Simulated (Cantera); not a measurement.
An isothermal, constant-pressure homogeneous reactor starts with CH4 : CO2 = 1 : 0.98 (molar parts), at 1200 K and 100.0 Torr. Integrator tolerance rtol = 1e-08.

Computed with Cantera and GRI-Mech 3.0 (53 species, 325 reactions).

Task: What does this change do: temperature 1200 to 1550 K?

Result: 
```json
[
 {"quantity": "x(CH4) at 20.0 s", "before": "0.504 (gas-phase equilibrium 0.00520)", "after": "0.0164 (gas-phase equilibrium 0.00106)"},
 {"quantity": "x(CO2) at 20.0 s", "before": "0.495 (gas-phase equilibrium 6.08e-5)", "after": "0.0373 (gas-phase equilibrium 8.94e-7)"},
 {"quantity": "x(CH2) at 20.0 s", "before": "1.20e-12 (gas-phase equilibrium <1e-12)", "after": "9.25e-9 (gas-phase equilibrium 2.84e-10)"},
 {"quantity": "x(C2H) at 20.0 s", "before": "<1e-12 (gas-phase equilibrium <1e-12)", "after": "2.19e-8 (gas-phase equilibrium 6.15e-10)"},
 {"quantity": "x(CH2CO) at 20.0 s", "before": "5.77e-11 (gas-phase equilibrium 4.87e-9)", "after": "1.10e-5 (gas-phase equilibrium 2.89e-8)"},
 {"quantity": "x(H) at 20.0 s", "before": "5.95e-10 (gas-phase equilibrium 3.84e-7)", "after": "5.30e-5 (gas-phase equilibrium 6.15e-5)"},
 {"quantity": "x(CO) at 20.0 s", "before": "1.43e-5 (gas-phase equilibrium 0.497)", "after": "0.397 (gas-phase equilibrium 0.495)"}
]
```

Task: What does this change do: temperature 1200 to 1900 K?

Result: 
```tsv
quantity	before	after
x(CH4) at 20.0 s	0.504 (gas-phase equilibrium 0.00520)	0.000110 (gas-phase equilibrium 6.75e-5)
x(CO2) at 20.0 s	0.495 (gas-phase equilibrium 6.08e-5)	4.59e-5 (gas-phase equilibrium 3.79e-7)
x(CH2) at 20.0 s	1.20e-12 (gas-phase equilibrium <1e-12)	2.55e-8 (gas-phase equilibrium 1.56e-8)
x(C2H) at 20.0 s	<1e-12 (gas-phase equilibrium <1e-12)	1.04e-7 (gas-phase equilibrium 1.00e-7)
x(CH2CO) at 20.0 s	5.77e-11 (gas-phase equilibrium 4.87e-9)	2.84e-8 (gas-phase equilibrium 1.57e-8)
x(H) at 20.0 s	5.95e-10 (gas-phase equilibrium 3.84e-7)	0.00155 (gas-phase equilibrium 0.00155)
x(CO) at 20.0 s	1.43e-5 (gas-phase equilibrium 0.497)	0.494 (gas-phase equilibrium 0.495)
```
